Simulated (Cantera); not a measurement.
A closed system holds: 1 mol Ti(OiPr)₄, 0.32 mol H₂O, at 9.00 Torr.

Cantera equilibrium calculation (NASA polynomials, part measured and part estimated; ideal gas, pure solids and liquids). Candidate condensed phases: C, C₆H₆, C₇H₈, C₈H₁₈, H₂O, Ti, TiC, TiO, TiO₂, Ti₂O₃, Ti₃O₅, Ti₄O₇; 113 gas species. The feed counts by its element totals alone. TiC: taken at fixed stoichiometry. The numbers say what is thermodynamically allowed, not how fast it happens. All values below are at 977 °C.

Base state: H₂ 0.768, CO 0.232, CH₄ 7.78e-5, H₂O 3.22e-5 (mole fractions); condensed: C(graphite) + TiC(s).

**Question.** What changes in the equilibrium state with this change: Ti(OiPr)₄ replaced by TiCl₄?

**Answer.** 
| species | before | after |
|---|---|---|
| TiCl₄ | 0 | 0.566 |
| HCl | 0 | 0.432 |
| TiCl₃ | 0 | 0.00104 |
| H₂ | 0.768 | 4.15e-6 |
| CO | 0.232 | 0 |
| Cl | 0 | 0.000800 |
| Cl₂ | 0 | 0.000126 |
| CH₄ | 7.78e-5 | 0 |
| C(graphite), mol | 6.68 | 0 |
| TiC(s), mol | 1.00 | 0 |
| TiO₂(rutile), mol | 0 | 0.160 |
Further candidate phases: TiCl₂, TiCl₃, TiCl₄.
